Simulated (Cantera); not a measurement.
Feed: 1 mol trisilylamine, a varied amount of N₂, at 1023.15 K and 0.400 bar.

These are equilibrium values from Cantera (NASA tables, ideal gas, pure condensed phases), not measurements of a reactor. Candidate condensed phases: Si, Si₃N₄; 18 gas species. The feed counts by its element totals alone. Equilibrium is a limit: real reactors are often held back by kinetics, nucleation or transport.

Problem. At 10 mol N₂, list the 3 most abundant gas species with their mole fractions, and the condensed phases.

Solution. N₂ 0.654, H₂ 0.346, NH₃ 3.30e-5. Condensed: Si₃N₄(s).
